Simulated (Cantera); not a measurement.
Cantera run:

```python
import numpy as np
import cantera as ct

gas_names = """
    CL CL2 H HCL H2 N NH NH2 NH3 N2 N2H2 N2H4 Si SiCL SiCL2 SiCL3 SiCL4 SiH SiHCL3 SiH2 SiH2CL2 SiH3
    SiH3CL SiH4 SiN Si2 Si2N Si3
""".split()
cond_names = """
    NH4CL(a) NH4CL(b) Si(cr) Si(L) Si3N4(a)
""".split()


# ... load() reads the species with a 1 bar reference pressure and builds the phases ...
atoms = {
    'SiHCl3': {'Si': 1, 'H': 1, 'CL': 3},
    'Cl2': {'CL': 2},
    'N2': {'N': 2},
}
top_T = {'Si3N4(a)': 2400}  # K; cautious upper limits of use, not melting points


# ... equilibrate(T, P, feed) seeds the gas with the atoms and calls Mixture.equilibrate('TP', solver="vcs", rtol=1e-11, max_steps=5000) ...
results = []
feed = {'SiHCl3': 1, 'Cl2': 0.74, 'N2': 97}  # mol
P = 320  # Pa
for T in [1125, 1175, 1225, 1275, 1325, 1375, 1425, 1475, 1525, 1575, 1625, 1675, 1725]:
    mix = equilibrate(T, P, feed)
    results.append((T, P, feed, dict(zip(mix.species_names, mix.species_moles))))
    x = sorted(zip(gas.X, gas.species_names), reverse=True)
    print(f"T = {T:g} K  P = {P:g} Pa  gas = {mix.phase_moles(0):.4g} mol")
    print("   x: " + "  ".join(f"{s} {v:.3e}" for v, s in x if v > 0.0001))
    print("   condensed (mol): " + ("  ".join(f"{mix.phase(i).name} {mix.phase_moles(i):.4g}"
          for i in range(1, mix.n_phases) if mix.phase_moles(i) > 1e-12) or "none"))
```

It prints:

```
T = 1125 K  P = 320 Pa  gas = 98.8 mol
   x: N2 9.810e-01  HCL 9.770e-03  SiCL4 8.648e-03  SiCL3 2.600e-04  H2 1.746e-04
   condensed (mol): Si3N4(a) 0.03669
T = 1175 K  P = 320 Pa  gas = 98.83 mol
   x: N2 9.809e-01  HCL 9.783e-03  SiCL4 8.313e-03  SiCL3 5.359e-04  SiCL2 3.376e-04  H2 1.660e-04
   condensed (mol): Si3N4(a) 0.03058
T = 1225 K  P = 320 Pa  gas = 98.91 mol
   x: N2 9.804e-01  HCL 9.782e-03  SiCL4 7.605e-03  SiCL2 1.039e-03  SiCL3 9.996e-04  H2 1.623e-04
   condensed (mol): Si3N4(a) 0.01526
T = 1275 K  P = 320 Pa  gas = 98.99 mol
   x: N2 9.799e-01  HCL 9.891e-03  SiCL4 6.879e-03  SiCL2 1.830e-03  SiCL3 1.391e-03  H2 1.038e-04
   condensed (mol): none
T = 1325 K  P = 320 Pa  gas = 99 mol
   x: N2 9.798e-01  HCL 1.002e-02  SiCL4 6.737e-03  SiCL2 1.849e-03  SiCL3 1.514e-03
   condensed (mol): none
T = 1375 K  P = 320 Pa  gas = 99.01 mol
   x: N2 9.797e-01  HCL 1.007e-02  SiCL4 6.607e-03  SiCL2 1.858e-03  SiCL3 1.634e-03  CL 1.298e-04
   condensed (mol): none
T = 1425 K  P = 320 Pa  gas = 99.04 mol
   x: N2 9.794e-01  HCL 1.008e-02  SiCL4 6.399e-03  SiCL2 1.927e-03  SiCL3 1.771e-03  CL 3.871e-04
   condensed (mol): none
T = 1475 K  P = 320 Pa  gas = 99.1 mol
   x: N2 9.788e-01  HCL 1.008e-02  SiCL4 5.990e-03  SiCL2 2.154e-03  SiCL3 1.947e-03  CL 1.012e-03
   condensed (mol): none
T = 1525 K  P = 320 Pa  gas = 99.22 mol
   x: N2 9.776e-01  HCL 1.007e-02  SiCL4 5.239e-03  SiCL2 2.669e-03  CL 2.266e-03  SiCL3 2.170e-03
   condensed (mol): none
T = 1575 K  P = 320 Pa  gas = 99.43 mol
   x: N2 9.756e-01  HCL 1.005e-02  CL 4.322e-03  SiCL4 4.092e-03  SiCL2 3.595e-03  SiCL3 2.371e-03
   condensed (mol): none
T = 1625 K  P = 320 Pa  gas = 99.7 mol
   x: N2 9.729e-01  HCL 1.002e-02  CL 7.062e-03  SiCL2 4.949e-03  SiCL4 2.687e-03  SiCL3 2.393e-03
   condensed (mol): none
T = 1675 K  P = 320 Pa  gas = 99.99 mol
   x: N2 9.701e-01  HCL 9.992e-03  CL 9.926e-03  SiCL2 6.526e-03  SiCL3 2.088e-03  SiCL4 1.387e-03
   condensed (mol): none
T = 1725 K  P = 320 Pa  gas = 100.2 mol
   x: N2 9.679e-01  CL 1.215e-02  HCL 9.963e-03  SiCL2 7.906e-03  SiCL3 1.523e-03  SiCL4 5.480e-04
   condensed (mol): none
```

Cantera equilibrium calculation (NASA polynomials, part measured and part estimated; ideal gas, pure solids and liquids). N2 is the only nitrogen source here; it is nearly inert below about 1500 K, so the nitride shown seldom forms there in practice. The tables' values for SiCl3 are old estimates; treat these amounts as uncertain.
